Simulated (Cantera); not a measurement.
Input: 1 mol SiH4, 2.4 mol HCl, 570 mol H2, 0.31 mol C2H2, held at 0.200 bar.

Equilibrium computed with Cantera from the NASA thermochemical tables; the gas is ideal and each condensed phase is pure. Candidate condensed phases: C, C6H6, C7H8, C8H18, Si, SiC; 109 gas species. Mutual solubility and eutectic melting of coexisting phases are not modelled. Gases not in the tables: Si2H6 and higher silanes. Kinetics and transport are ignored.

Q: Which condensed phases are stable at each of these points (T (K)): 1400, 1425, 1450, 1475, 1500, 1525, 1550, 1575, 1600, 1625, 1650, 1675, 1700, 1725?

A: 
| T (K) | condensed phases | Si condensed (%) |
|---|---|---|
| 1400 | Si(s) + SiC(s) | 97.0 |
| 1425 | Si(s) + SiC(s) | 97.0 |
| 1450 | Si(s) + SiC(s) | 96.9 |
| 1475 | Si(s) + SiC(s) | 96.8 |
| 1500 | Si(s) + SiC(s) | 96.8 |
| 1525 | Si(s) + SiC(s) | 96.7 |
| 1550 | Si(s) + SiC(s) | 96.6 |
| 1575 | Si(s) + SiC(s) | 96.5 |
| 1600 | Si(s) + SiC(s) | 96.3 |
| 1625 | Si(s) + SiC(s) | 96.1 |
| 1650 | Si(s) + SiC(s) | 95.9 |
| 1675 | Si(s) + SiC(s) | 95.6 |
| 1700 | Si(l) + SiC(s) | 95.4 |
| 1725 | Si(l) + SiC(s) | 95.1 |

From 1400 K to 1675 K the condensed part is Si(s) + SiC(s). From 1700 K to 1725 K the condensed part is Si(l) + SiC(s).
